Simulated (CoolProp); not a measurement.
Vapour-liquid equilibrium of R134a (1) + R227EA (2) at 292 kPa; x and y are mole fractions of (1).

Computed with CoolProp (multi-fluid Helmholtz-energy mixture model, Tillner-Roth 1994 and Lemmon 2016; pair parameters Bell 2016).

| x | bubble temperature, mixture model (°C) | bubble temperature, Raoult's law (°C) | y, mixture model | y, Raoult's law |
|---|---|---|---|---|
| 0.05 | 10.3 | 10.6 | 0.077 | 0.072 |
| 0.2 | 7.8 | 8.6 | 0.278 | 0.271 |
| 0.35 | 5.7 | 6.7 | 0.446 | 0.445 |
| 0.5 | 3.9 | 5.0 | 0.590 | 0.598 |
| 0.65 | 2.5 | 3.4 | 0.720 | 0.735 |
| 0.8 | 1.2 | 1.8 | 0.841 | 0.857 |
| 0.95 | 0.2 | 0.4 | 0.960 | 0.966 |

The largest gap from Raoult's law is -1.1 K in bubble temperature, at x = 0.5. No azeotrope shows between x = 0.05 and 0.95.

Pair parameters are fitted to limited data, so mixtures are less certain than the pure fluids.
